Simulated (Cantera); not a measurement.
Feed: 1 mol Si3N4, 0.17 mol N2O, 110 mol N2, 0.001 mol H2O, at 1327 °C and 1 atm.

These are equilibrium values from Cantera (NASA tables, ideal gas, pure condensed phases), not measurements of a reactor. Candidate condensed phases: H2O, Si, SiO2, Si2N2O, Si3N4; 35 gas species. Mutual solubility and eutectic melting of coexisting phases are not modelled. Rates play no part.

Base state: N2 1.000 (mole fractions); condensed: Si2N2O(s) + Si3N4(s).

Question: What changes in the equilibrium state with this change: Si3N4 replaced by Si?

Answer: 
```csv
species,before,after
N2,1.000,1.000
"Si2N2O(s), mol",0.171,0.171
"Si3N4(s), mol",0.886,0.219
```

Question: What changes in the equilibrium state with this change: temperature from 1327 °C to 1650 °C?

Answer: 
```csv
species,before,after
N2,1.000,0.999
SiO,5.53e-7,0.000761
"Si2N2O(s), mol",0.171,0.0871
"Si3N4(s), mol",0.886,0.914
```
